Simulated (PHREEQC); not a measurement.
Solution (20 °C and 50 atm): 0.029 mol SrBr2 per kg of water. Closed to the air; pH follows from the charge balance.

All values are PHREEQC results (ion-association model, phreeqc.dat), not measurements.

Each row changes one thing in this solution. No solid was allowed to form.

```
case                                   pH  SrOH+ (mol/kgw)
----------------------------------  -----  ---------------
as made                              7.04          8.49e-9
SrBr2 from 0.029 to 0.0319 mol/kgw   7.04          9.12e-9
SrBr2 from 0.029 to 0.29 mol/kgw     6.94          4.79e-8
0.0039 mol/kgw NH3 added            10.54          2.70e-5
diluted 5-fold with water            7.06          2.38e-9
temperature from 20 to 15 °C         7.12          1.03e-8
diluted 2-fold with water            7.05          4.99e-9
```

The ionic strength passes 0.7 mol/kgw, the rough limit of the ion-association models, in SrBr2 from 0.029 to 0.29 mol/kgw. Under pressure, the constants of complexes without a molar volume in the database are unreliable.
